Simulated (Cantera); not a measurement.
A freely propagating, adiabatic, planar premixed flame of 40.3 % H₂, 12.6 % O₂, 47.1 % N₂, unburnt at 475 K and 1.01 bar; mixture-averaged transport, grid criteria slope 0.08 and curve 0.16, no radiation.

Cantera simulation using the H2/O2 subset of GRI-Mech 3.0, which has no nitrogen chemistry; the numbers are that mechanism's predictions, not measurements. Burning velocities carry a grid error of a few per cent, more on coarse grids.

### Question
Predict: laminar burning velocity; thermal thickness; peak x(OH); peak x(H₂O₂); peak x(HO₂).

### Answer
| Quantity | Result |
|---|---|
| laminar burning velocity | 621 cm/s |
| thermal thickness | 0.401 mm |
| peak x(OH) | 0.00870 |
| peak x(H₂O₂) | 3.45e-5 |
| peak x(HO₂) | 0.000380 |
